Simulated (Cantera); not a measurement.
What does this Cantera script print?

```python
import numpy as np
import cantera as ct

gas_names = """
    Cr CrN CrO CrO2 CrO3 N NO NO2 NO3 N2 N2O O O2 O3
""".split()
cond_names = """
    Cr(cr) Cr(L) CrN(s) Cr2N(s) Cr2O3(s) Cr2O3(L)
""".split()


# ... load() reads the species with a 1 bar reference pressure and builds the phases ...
atoms = {
    'Cr': {'Cr': 1},
    'N2O': {'N': 2, 'O': 1},
}
top_T = {'CrN(s)': 1900, 'Cr2N(s)': 1900}  # K; cautious upper limits of use, not melting points


# ... equilibrate(T, P, feed) seeds the gas with the atoms and calls Mixture.equilibrate('TP', solver="vcs", rtol=1e-11, max_steps=5000) ...
results = []
feed = {'Cr': 1, 'N2O': 0.29}  # mol
P = 110000  # Pa
for T in [1623, 1648, 1673, 1698, 1723, 1748, 1773, 1798, 1823, 1848, 1873]:
    mix = equilibrate(T, P, feed)
    results.append((T, P, feed, dict(zip(mix.species_names, mix.species_moles))))

top = {s: max(r[3][s] / sum(r[3][g] for g in gas_names) for r in results) for s in gas_names}
cols = sorted((s for s in top if top[s] > 0.0001), key=lambda s: -top[s])[:5]
seen = [c for c in cond_names if any(r[3].get(c, 0) > 1e-12 for r in results)]
print("log10 of partial pressures in bar; condensed amounts in mol")
print(f"{'T/K':>10s}" + "".join(f"{s[:9]:>10s}" for s in cols + seen))
for T, P, feed, n in results:
    ng = sum(n[g] for g in gas_names)
    print(f"{T:10.4g}" + "".join(f"{np.log10(max(n[s] / ng * P / 1e5, 1e-99)):10.3f}" for s in cols)
          + "".join(f"{n.get(c, 0):10.4g}" for c in seen))
```

It prints:

```
log10 of partial pressures in bar; condensed amounts in mol
       T/K        N2        Cr    Cr(cr)   Cr2N(s)  Cr2O3(s)
      1623     0.041    -5.421         0    0.4033   0.09667
      1648     0.041    -5.207         0    0.4033   0.09667
      1673     0.041    -4.999         0    0.4033   0.09667
      1698     0.041    -4.797         0    0.4033   0.09667
      1723     0.041    -4.602         0    0.4033   0.09667
      1748     0.041    -4.412         0    0.4033   0.09667
      1773     0.041    -4.228         0    0.4033   0.09667
      1798     0.041    -4.050         0    0.4033   0.09667
      1823     0.041    -3.894    0.8066         0   0.09667
      1848     0.041    -3.748    0.8066         0   0.09667
      1873     0.041    -3.606    0.8066         0   0.09667
```

Method: chemical equilibrium by Gibbs-energy minimisation in Cantera with the NASA 1993 tables (ideal gas, pure condensed phases). Mutual solubility and eutectic melting of coexisting phases are not modelled.
